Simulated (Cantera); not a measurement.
## c-C4F8 + F2 + H2 (fluorocarbon and chlorocarbon gases)

Charge: 1 mol c-C4F8, 0.83 mol F2, 8 mol H2, held at 52.5 Torr.

Equilibrium computed with Cantera from the NASA thermochemical tables; the gas is ideal and each condensed phase is pure. Candidate condensed phases: C, C6H6, C7H8, C8H18; 95 gas species. The feed counts by its element totals alone. Equilibrium is a limit: real reactors are often held back by kinetics, nucleation or transport.

```csv
T (K),x HF,x H2,x H,x C2H2 (acetylene),x F,x C2H,n C(graphite)
1498,0.753,0.247,3.23e-5,2.18e-6,2.66e-9,<1e-12,4.00
1598,0.753,0.247,1.00e-4,6.65e-6,1.63e-8,8.95e-12,4.00
1698,0.753,0.247,0.000272,1.78e-5,8.03e-8,1.08e-10,4.00
1798,0.753,0.247,0.000661,4.25e-5,3.33e-7,9.91e-10,4.00
1898,0.752,0.246,0.00147,9.26e-5,1.19e-6,7.16e-9,4.00
1998,0.752,0.245,0.00300,0.000186,3.76e-6,4.23e-8,4.00
2098,0.751,0.243,0.00574,0.000347,1.06e-5,2.10e-7,3.99
2198,0.749,0.240,0.0103,0.000608,2.75e-5,9.00e-7,3.98
2298,0.746,0.235,0.0176,0.00101,6.57e-5,3.38e-6,3.97
2398,0.742,0.228,0.0284,0.00157,0.000147,1.12e-5,3.96
2498,0.736,0.217,0.0439,0.00233,0.000309,3.37e-5,3.94
```
x: gas mole fraction; n: condensed amount in mol.

From 1498 K to 2498 K the condensed part is C(graphite). The main C-bearing gas is CH4 at 1498 K and C2H2 (acetylene) at 2498 K.
